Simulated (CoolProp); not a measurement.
Vapour-liquid equilibrium of methane (1) + ethane (2) at -108.05 °C; x and y are mole fractions of (1).

Values from CoolProp's multi-fluid Helmholtz-energy mixture model, Setzmann 1991 and Bücker 2006; pair parameters Kunz 2012.

```json
[
 {"x": "0.05", "bubble pressure, mixture model (bar)": "1.387", "bubble pressure, Raoult's law (bar)": "1.264", "y, mixture model": "0.780", "y, Raoult's law": "0.768"},
 {"x": "0.15", "bubble pressure, mixture model (bar)": "3.445", "bubble pressure, Raoult's law (bar)": "3.176", "y, mixture model": "0.914", "y, Raoult's law": "0.917"},
 {"x": "0.25", "bubble pressure, mixture model (bar)": "5.385", "bubble pressure, Raoult's law (bar)": "5.088", "y, mixture model": "0.947", "y, Raoult's law": "0.955"},
 {"x": "0.35", "bubble pressure, mixture model (bar)": "7.225", "bubble pressure, Raoult's law (bar)": "6.999", "y, mixture model": "0.962", "y, Raoult's law": "0.971"},
 {"x": "0.45", "bubble pressure, mixture model (bar)": "8.987", "bubble pressure, Raoult's law (bar)": "8.911", "y, mixture model": "0.971", "y, Raoult's law": "0.981"},
 {"x": "0.55", "bubble pressure, mixture model (bar)": "10.70", "bubble pressure, Raoult's law (bar)": "10.82", "y, mixture model": "0.978", "y, Raoult's law": "0.987"},
 {"x": "0.65", "bubble pressure, mixture model (bar)": "12.40", "bubble pressure, Raoult's law (bar)": "12.73", "y, mixture model": "0.983", "y, Raoult's law": "0.992"},
 {"x": "0.75", "bubble pressure, mixture model (bar)": "14.14", "bubble pressure, Raoult's law (bar)": "14.65", "y, mixture model": "0.987", "y, Raoult's law": "0.995"},
 {"x": "0.85", "bubble pressure, mixture model (bar)": "16.00", "bubble pressure, Raoult's law (bar)": "16.56", "y, mixture model": "0.992", "y, Raoult's law": "0.997"},
 {"x": "0.95", "bubble pressure, mixture model (bar)": "18.14", "bubble pressure, Raoult's law (bar)": "18.47", "y, mixture model": "0.997", "y, Raoult's law": "0.999"}
]
```

The largest gap from Raoult's law is +9.7 % in bubble pressure, at x = 0.05. No azeotrope shows between x = 0.05 and 0.95.

The pair parameters rest on a limited set of measurements; away from them the model extrapolates. The gap from Raoult's law changes sign with composition, which may be real or a fault of the pair parameters; it wasn't checked against measurements.
